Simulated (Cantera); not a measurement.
A closed system holds: 1 mol Si3N4, 37 mol HCl, 1.6 mol N2, held at 0.100 bar.

Method: chemical equilibrium by Gibbs-energy minimisation in Cantera with the NASA 1993 tables (ideal gas, pure condensed phases). Candidate condensed phases: NH4Cl, Si, Si3N4; 28 gas species. The tables' values for SiCl3 are old estimates; treat these amounts as uncertain. The numbers say what is thermodynamically allowed, not how fast it happens. All values below are at 1825 K.

Base state: HCl 0.738, H2 0.0936, N2 0.0901, SiCl2 0.0489, SiCl3 0.0169, SiCl4 0.00899, Cl 0.00256, H 0.000426 (mole fractions); condensed: gas only.

**Question.** What changes in the equilibrium state with this change: Si3N4 replaced by AlN?

**Answer.** 
| species | before | after |
|---|---|---|
| HCl | 0.738 | 0.874 |
| N2 | 0.0901 | 0.0542 |
| H2 | 0.0936 | 0.0405 |
| SiCl2 | 0.0489 | 0 |
| AlCl3 | 0 | 0.0251 |
| SiCl3 | 0.0169 | 0 |
| SiCl4 | 0.00899 | 0 |
| AlCl2 | 0 | 0.000701 |
The tables' values for AlCl2 are old estimates; treat these amounts as uncertain. Further candidate phases: Al, AlCl3, AlN.

**Question.** What changes in the equilibrium state with this change: HCl from 37 to 3.5 mol?

**Answer.** 
```
species         before     after
-------------  -------  --------
N2              0.0901     0.410
H2              0.0936     0.212
SiCl2           0.0489     0.194
HCl              0.738     0.171
SiCl3           0.0169    0.0104
Si             1.28e-7   2.13e-5
SiCl           7.29e-6  0.000188
SiCl4          0.00899  0.000851
SiH2Cl2        1.88e-6   1.69e-5
Cl             0.00256  0.000395
Si3N4(s), mol        0     0.597
```
The tables' values for SiCl3, SiCl are old estimates; treat these amounts as uncertain.
